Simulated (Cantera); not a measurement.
Input (Python, Cantera) and output of one run.

```python
import numpy as np
import cantera as ct

gas_names = [...]  # 123 gases of nasa_gas.yaml made of C, H, O, S
cond_names = """
    C(gr) C6H6(L) C7H8(L) C8H18(L),n-octa H2O(s) H2O(L) H2SO4(L) S(cr1) S(cr2) S(L)
""".split()


# ... load() reads the species with a 1 bar reference pressure and builds the phases ...
atoms = {
    'CS2': {'C': 1, 'S': 2},
    'H2O': {'H': 2, 'O': 1},
    'O2': {'O': 2},
}
top_T = {'C(gr)': 4500}  # K; cautious upper limits of use, not melting points


# ... equilibrate(T, P, feed) seeds the gas with the atoms and calls Mixture.equilibrate('TP', solver="vcs", rtol=1e-11, max_steps=5000) ...
results = []
feed = {'CS2': 1, 'H2O': 0.19, 'O2': 1.2}  # mol
P = 100000  # Pa
for T in [2023, 2073, 2123, 2173, 2223, 2273, 2323, 2373, 2423, 2473, 2523, 2573, 2623, 2673]:
    mix = equilibrate(T, P, feed)
    results.append((T, P, feed, dict(zip(mix.species_names, mix.species_moles))))

top = {s: max(r[3][s] / sum(r[3][g] for g in gas_names) for r in results) for s in gas_names}
cols = sorted((s for s in top if top[s] > 0.0001), key=lambda s: -top[s])[:9]
seen = [c for c in cond_names if any(r[3].get(c, 0) > 1e-12 for r in results)]
print("log10 of partial pressures in bar; condensed amounts in mol")
print(f"{'T/K':>10s}" + "".join(f"{s[:9]:>10s}" for s in cols + seen))
for T, P, feed, n in results:
    ng = sum(n[g] for g in gas_names)
    print(f"{T:10.4g}" + "".join(f"{np.log10(max(n[s] / ng * P / 1e5, 1e-99)):10.3f}" for s in cols)
          + "".join(f"{n.get(c, 0):10.4g}" for c in seen))
```

It prints:

```
log10 of partial pressures in bar; condensed amounts in mol
       T/K        CO        S2       SO2        SO       CO2       H2O         S        H2        SH
      2023    -0.614    -0.559    -0.709    -1.470    -0.796    -1.281    -2.713    -1.769    -2.288
      2073    -0.595    -0.570    -0.704    -1.395    -0.833    -1.294    -2.582    -1.742    -2.234
      2123    -0.579    -0.582    -0.701    -1.324    -0.869    -1.308    -2.459    -1.718    -2.184
      2173    -0.565    -0.593    -0.700    -1.258    -0.906    -1.322    -2.341    -1.696    -2.137
      2223    -0.552    -0.606    -0.700    -1.196    -0.943    -1.338    -2.229    -1.676    -2.093
      2273    -0.542    -0.619    -0.702    -1.138    -0.980    -1.354    -2.123    -1.658    -2.053
      2323    -0.532    -0.632    -0.706    -1.083    -1.017    -1.371    -2.022    -1.641    -2.015
      2373    -0.525    -0.647    -0.711    -1.032    -1.053    -1.390    -1.926    -1.627    -1.980
      2423    -0.518    -0.662    -0.718    -0.985    -1.090    -1.409    -1.835    -1.614    -1.948
      2473    -0.513    -0.679    -0.727    -0.940    -1.126    -1.430    -1.748    -1.603    -1.919
      2523    -0.508    -0.697    -0.736    -0.899    -1.161    -1.451    -1.665    -1.595    -1.893
      2573    -0.505    -0.716    -0.748    -0.861    -1.197    -1.474    -1.587    -1.588    -1.870
      2623    -0.502    -0.736    -0.760    -0.825    -1.232    -1.498    -1.512    -1.584    -1.849
      2673    -0.500    -0.757    -0.774    -0.793    -1.267    -1.524    -1.442    -1.581    -1.832
```

These are equilibrium values from Cantera (NASA tables, ideal gas, pure condensed phases), not measurements of a reactor.
